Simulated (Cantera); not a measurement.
Input (Python, Cantera):

```python
import numpy as np
import cantera as ct

gas = ct.Solution("gri30.yaml")
gas.TPX = 1048, 1000000, {'CH4': 0.016, 'O2': 0.03, 'N2': 1}
inlet = ct.Reservoir(gas, clone=True)

reactor = ct.IdealGasConstPressureReactor(gas, energy="off", clone=False)
exhaust = ct.Reservoir(gas, clone=True)
tau = [0.71, 0.35, 0.17, 0.082, 0.04, 0.019, 0.0094, 0.0046, 0.0022, 0.0011][0]
for a, b in ((inlet, reactor), (reactor, exhaust)):
    ct.MassFlowController(a, b, mdot=lambda t: reactor.mass / tau)
net = ct.ReactorNet([reactor])
show = ['CH4', 'O2', 'CH3', 'CO2', 'H2', 'N2O', 'C2H2']

rows = []
print(f"{'tau/s':>10s}{'T/K':>9s}" + "".join(f"{s:>11s}" for s in show))
for tau in [0.71, 0.35, 0.17, 0.082, 0.04, 0.019, 0.0094, 0.0046, 0.0022, 0.0011]:
    net.initial_time = 0.0
    net.advance(30 * tau)
    before = gas.X
    net.advance(40 * tau)
    drift = np.max(np.abs(gas.X - before) / (gas.X + 1e-9))
    rows.append([gas.T, *gas[show].X, drift])
    print(f"{tau:10.3e}{gas.T:9.1f}" + "".join(f"{x:11.3e}" for x in gas[show].X))
```

Output:

```
     tau/s      T/K        CH4         O2        CH3        CO2         H2        N2O       C2H2
 7.100e-01   1048.0  1.747e-03  4.721e-03  8.178e-07  8.561e-03  9.613e-04  8.683e-08  8.972e-07
 3.500e-01   1048.0  2.457e-03  6.775e-03  1.126e-06  6.889e-03  1.133e-03  6.200e-08  1.132e-06
 1.700e-01   1048.0  3.547e-03  9.565e-03  1.556e-06  4.987e-03  1.337e-03  3.998e-08  1.448e-06
 8.200e-02   1048.0  5.173e-03  1.318e-02  2.127e-06  3.077e-03  1.510e-03  2.338e-08  1.731e-06
 4.000e-02   1048.0  7.453e-03  1.755e-02  2.797e-06  1.483e-03  1.508e-03  1.234e-08  1.679e-06
 1.900e-02   1048.0  1.075e-02  2.293e-02  3.394e-06  3.755e-04  1.073e-03  5.004e-09  8.865e-07
 9.400e-03   1048.0  1.530e-02  2.868e-02  1.038e-07  5.343e-11  3.514e-08  2.661e-12  1.376e-14
 4.600e-03   1048.0  1.530e-02  2.868e-02  6.873e-08  1.078e-11  9.012e-09  8.738e-13  9.105e-16
 2.200e-03   1048.0  1.530e-02  2.868e-02  3.214e-08  1.099e-12  1.609e-09  2.345e-13  2.348e-17
 1.100e-03   1048.0  1.530e-02  2.868e-02  1.269e-08  8.548e-14  2.802e-10  6.166e-14  4.868e-19
```

Model: GRI-Mech 3.0 (53 species, 325 reactions), integrated in Cantera. The temperature is held fixed by assumption; the heat of reaction is taken as removed at once.
